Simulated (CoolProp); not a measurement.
Normal hydrogen along the isobar 2710 kPa: Z from the reference equation and from simpler models built on Tc = 33.1 K, pc = 1296 kPa, ω = -0.219; each cubic takes its own stable root.

Values from CoolProp's reference Helmholtz-energy equation of state, Leachman 2009.

```json
[
 {"T (K)": "24.2", "phase": "liquid", "reference": "0.3879"},
 {"T (K)": "31.1", "phase": "liquid", "reference": "0.3506"},
 {"T (K)": "38.1", "phase": "supercritical", "reference": "0.4264"},
 {"T (K)": "45", "phase": "supercritical", "reference": "0.6859"},
 {"T (K)": "51.9", "phase": "supercritical", "reference": "0.8149"},
 {"T (K)": "58.9", "phase": "supercritical", "reference": "0.8840"},
 {"T (K)": "65.8", "phase": "supercritical", "reference": "0.9250"},
 {"T (K)": "72.8", "phase": "supercritical", "reference": "0.9521"},
 {"T (K)": "79.7", "phase": "supercritical", "reference": "0.9702"},
 {"T (K)": "86.6", "phase": "supercritical", "reference": "0.9830"}
]
```

### Question
How far does each simpler model (van der Waals, Redlich-Kwong, Soave-Redlich-Kwong) lie from the reference over these 10 states: mean and median of the absolute difference, and the worst?

### Answer
- van der Waals: mean 6.9 %, median 0.2 %, worst +25.8 % at 31.1 K and 2710 kPa
- Redlich-Kwong: mean 5.8 %, median 3.3 %, worst +17.5 % at 38.1 K and 2710 kPa
- Soave-Redlich-Kwong: mean 2.5 %, median 2.0 %, worst -7.2 % at 24.2 K and 2710 kPa
